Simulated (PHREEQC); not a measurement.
Make-up at 65 °C: 0.0038 mol/kgw CuSO4, 4.7e-05 mol/kgw HCl and 0.00078 mol/kgw H3BO3. Closed to the air; pH follows from the charge balance.

Equilibrium calculation in PHREEQC: ion-association model, phreeqc.dat.

Each row changes one thing in this solution. No solid was allowed to form.

| case | pH | ionic strength (mol/kgw) | H2BO3- (mol/kgw) |
|---|---|---|---|
| as made | 4.44 | 0.0117 | 2.66e-8 |
| CuSO4 left out | 4.33 | 4.70e-5 | 1.85e-8 |
| 7.3e-05 mol/kgw CO2 added | 4.43 | 0.0117 | 2.59e-8 |
| temperature from 65 to 70 °C | 4.43 | 0.0117 | 2.78e-8 |
| temperature from 65 to 30 °C | 4.44 | 0.0120 | 1.53e-8 |

Away from 25 °C the constants follow the database's enthalpies or fits; those with neither stay at their 25 °C values.
